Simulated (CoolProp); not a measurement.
Vapour-liquid equilibrium of propane (1) + isobutene (2) at 0.205 MPa; x and y are mole fractions of (1).

Computed with CoolProp (multi-fluid Helmholtz-energy mixture model, Lemmon 2009 and Lemmon 2005; pair parameters Bell 2016).

```tsv
x	bubble temperature (°C)	y at the bubble point	dew temperature at overall composition x (°C)	liquid density (mol/L)
0.05	8.0	0.174	11.3	10.89
0.2	___	0.485	7.3	11.22
0.35	-7.6	0.654	2.9	11.50
0.5	___	0.770	-1.9	11.78
0.65	___	0.859	-7.4	___
0.8	-20.3	0.930	-13.8	12.33
0.95	___	___	-21.5	12.61
```

Problem. Fill in the missing entries.

Solution. 
- 0.2, bubble temperature (°C): -1.4
- 0.5, bubble temperature (°C): -12.4
- 0.65, bubble temperature (°C): -16.6
- 0.65, liquid density (mol/L): 12.05
- 0.95, bubble temperature (°C): -23.7
- 0.95, y at the bubble point: 0.985

No azeotrope shows between x = 0.05 and 0.95.

Pair parameters are fitted to limited data, so mixtures are less certain than the pure fluids.
